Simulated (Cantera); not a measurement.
What does this Cantera script print?

```python
import numpy as np
import cantera as ct

gas_names = """
    CL CL2 H HCL H2 Si SiCL SiCL2 SiCL3 SiCL4 SiH SiHCL3 SiH2 SiH2CL2 SiH3 SiH3CL SiH4 Si2 Si3
""".split()
cond_names = """
    Si(cr) Si(L)
""".split()


def load(file, names, dense=False):
    # The tables refer to 1 bar. Condensed volumes are neglected.
    table = {s.name: s for s in ct.Species.list_from_file(file)}
    out = []
    for n in names:
        d = dict(table[n].input_data)
        d["thermo"] = dict(d["thermo"], **{"reference-pressure": 1e5})
        if dense:
            d["equation-of-state"] = {"model": "constant-volume", "density": "1e6 g/cm^3"}
        out.append(ct.Species.from_dict(d))
    return out


gas = ct.Solution(thermo="ideal-gas", species=load("nasa_gas.yaml", gas_names))
cond = {s.name: ct.Solution(thermo="fixed-stoichiometry", species=[s], name=s.name)
        for s in load("nasa_condensed.yaml", cond_names, dense=True)}
atoms = {
    'SiHCl3': {'Si': 1, 'H': 1, 'CL': 3},
    'Cl2': {'CL': 2},
    'H2': {'H': 2},
}
top_T = {}  # K; cautious upper limits of use, not melting points


def equilibrate(T, P, feed):
    n = {}
    for name, mol in feed.items():
        for a, k in atoms[name].items():
            n[a] = n.get(a, 0.0) + k * mol
    gas.TPX = T, P, n
    mass = sum(n.values()) * gas.mean_molecular_weight
    gas.equilibrate("TP")
    valid = [c for c in cond.values() if c.min_temp <= T <= top_T.get(c.name, c.max_temp)]
    mix = ct.Mixture([(gas, mass / gas.mean_molecular_weight)] + [(c, 0.0) for c in valid])
    mix.T, mix.P = T, P
    mix.equilibrate("TP", solver="vcs", rtol=1e-11, max_steps=5000)
    return mix


results = []
feed = {'SiHCl3': 1, 'Cl2': 0.0063, 'H2': 69}  # mol
T = 1248.15  # K
P = 1000  # Pa
mix = equilibrate(T, P, feed)
results.append((T, P, feed, dict(zip(mix.species_names, mix.species_moles))))
x = sorted(zip(gas.X, gas.species_names), reverse=True)
print(f"T = {T:g} K  P = {P:g} Pa  gas = {mix.phase_moles(0):.4g} mol")
print("   x: " + "  ".join(f"{s} {v:.3e}" for v, s in x if v > 1e-06))
print("   condensed (mol): " + ("  ".join(f"{mix.phase(i).name} {mix.phase_moles(i):.4g}"
      for i in range(1, mix.n_phases) if mix.phase_moles(i) > 1e-12) or "none"))
```

It prints:

```
T = 1248.15 K  P = 1000 Pa  gas = 70.99 mol
   x: H2 9.616e-01  HCL 3.485e-02  SiCL2 3.170e-03  SiCL3 1.998e-04  SiCL4 9.075e-05  SiHCL3 8.826e-05  SiH2CL2 1.167e-05  H 4.591e-06
   condensed (mol): Si(cr) 0.7472
```

These are equilibrium values from Cantera (NASA tables, ideal gas, pure condensed phases), not measurements of a reactor. The tables' values for SiCl3 are old estimates; treat these amounts as uncertain.
